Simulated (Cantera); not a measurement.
Input: 1 mol SiO₂, 2.2 mol Al₂O₃, 30 mol H₂, at 2.25 Torr.

Method: chemical equilibrium by Gibbs-energy minimisation in Cantera with the NASA 1993 tables (ideal gas, pure condensed phases). Candidate condensed phases: Al, Al₂O₃, Al₂SiO₅, Al₆Si₂O₁₃, H₂O, Si, SiO₂; 28 gas species. Mutual solubility and eutectic melting of coexisting phases are not modelled. Condensed phases not in the tables: alloys, solid solutions and most ternary compounds. Rates play no part.

**Question.** What share of the Si ends up in condensed phases as a function of T (°C), at 950, 1000, 1050, 1100, 1150, 1200, 1250, 1300?

**Answer.** 
```csv
T (°C),Si condensed (%),as
950,100.0,Al₆Si₂O₁₃(mullite)
1000,100.0,Al₆Si₂O₁₃(mullite)
1050,99.9,Al₆Si₂O₁₃(mullite)
1100,99.8,Al₆Si₂O₁₃(mullite)
1150,99.5,Al₆Si₂O₁₃(mullite)
1200,99.0,Al₆Si₂O₁₃(mullite)
1250,98.0,Al₆Si₂O₁₃(mullite)
1300,96.1,Al₆Si₂O₁₃(mullite)
```
